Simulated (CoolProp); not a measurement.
Properties of CF4 (R14) along the isobar 0.101 MPa.

Computed with CoolProp (reference Helmholtz-energy equation of state, Platzer 1990). This equation is an older, rougher fit.

```
T (K)  phase       Z  cv (kJ/(kg K))  speed of sound (m/s)  expansivity (1/kK)  viscosity (µPa s)  fugacity coefficient
-----  -----  ------  --------------  --------------------  ------------------  -----------------  --------------------
165.5    gas  0.9763          0.3889                 137.3               6.471               9.94                0.9769
175.2    gas  0.9800          0.4036                 141.1               6.049               10.5                0.9804
185      gas  0.9829          0.4189                 144.7               5.681               11.1                0.9832
194.7    gas  0.9853          0.4343                 148.2               5.363               11.7                0.9855
204.5    gas  0.9873          0.4502                 151.6               5.078               12.2                0.9875
214.2    gas  0.9890          0.4660                 154.9               4.826               12.8                0.9891
223.9    gas  0.9904          0.4820                 158.0               4.600               13.3                0.9904
233.7    gas  0.9916          0.4981                 161.2               4.393               13.9                0.9916
243.4    gas  0.9926          0.5140                 164.2               4.206               14.4                0.9926
253.2    gas  0.9935          0.5299                 167.2               4.034               14.9                0.9935
262.9    gas  0.9942          0.5456                 170.1               3.877               15.4                0.9942
272.7    gas  0.9949          0.5611                 172.9               3.731               15.9                0.9949
282.4    gas  0.9955          0.5763                 175.7               3.598               16.4                0.9955
292.2    gas  0.9960          0.5913                 178.5               3.472               16.9                0.9960
301.9    gas  0.9964          0.6058                 181.2               3.357               17.4                0.9964
311.7    gas  0.9968          0.6201                 183.9               3.247               17.9                0.9968
```

Viscosity comes from a separate model (Huber 2003), an estimate that may be off by 10 % or more.
